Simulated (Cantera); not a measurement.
An isothermal, constant-pressure homogeneous reactor starts with CH4 : O2 : N2 = 0.017 : 0.008 : 1 (molar parts), at 1325 K and 0.730 atm.

Cantera simulation using GRI-Mech 3.0 (53 species, 325 reactions); the numbers are that mechanism's predictions, not measurements.

Predict: x(CH4) at 200 s; x(CO) at 200 s; x(OH) at 200 s.


| Property | Value |
|---|---|
| x(CH4) at 200 s | 0.00299 (gas-phase equilibrium 6.53e-5) |
| x(CO) at 200 s | 0.00529 (gas-phase equilibrium 0.0152) |
| x(OH) at 200 s | 1.42e-9 (gas-phase equilibrium <1e-12) |
